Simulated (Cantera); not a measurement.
A freely propagating, adiabatic, planar premixed flame of 8.18 % CH4, 0.646 % CO, 19.1 % O2, 72.0 % N2, equivalence ratio 0.87, unburnt at 400 K and 1000000 Pa; mixture-averaged transport, grid criteria slope 0.08 and curve 0.16, no radiation.

Model: GRI-Mech 3.0 (53 species, 325 reactions), integrated in Cantera. Burning velocities carry a grid error of a few per cent, more on coarse grids.

x: mole fraction of selected species; z is measured from the peak of heat release.

```csv
z (mm),T (K),u (m/s),x CH4,x CO,x O2,x CO2,x C2H4,x NO
-0.288,401,0.199,0.0817,0.00647,0.191,3.20e-6,7.74e-8,<1e-8
-0.192,407,0.202,0.0812,0.00652,0.191,3.35e-5,7.86e-7,<1e-8
-0.144,431,0.214,0.0797,0.00677,0.189,0.000227,5.17e-6,1.39e-8
-0.0959,___,0.280,___,___,0.179,___,___,___
-0.0480,1043,0.525,0.0461,0.0158,0.137,0.0138,0.000284,2.54e-6
-0.0240,1455,0.733,0.0231,0.0230,0.0963,0.0288,0.000513,7.24e-6
0,1853,0.933,0.00328,0.0263,0.0535,0.0507,0.000192,1.35e-5
0.0240,2020,1.01,5.18e-5,0.0160,0.0352,0.0690,1.37e-6,1.99e-5
0.0480,2087,1.04,5.01e-7,0.00897,0.0303,0.0775,<1e-8,2.39e-5
0.0959,2144,1.06,<1e-8,0.00415,0.0272,0.0831,<1e-8,2.86e-5
0.192,2176,1.08,<1e-8,0.00179,0.0257,0.0858,<1e-8,3.38e-5
0.384,2185,1.08,<1e-8,0.00106,0.0253,0.0867,<1e-8,4.10e-5
0.767,2186,1.08,<1e-8,___,0.0252,0.0868,<1e-8,___
```

Q: Some entries are withheld; supply them.

A: 
- -0.0959, T (K): 561
- -0.0959, x CH4: 0.0724
- -0.0959, x CO: 0.00837
- -0.0959, x CO2: 0.00198
- -0.0959, x C2H4: 4.33e-5
- -0.0959, x NO: 1.50e-7
- 0.767, x CO: 0.000955
- 0.767, x NO: 5.43e-5
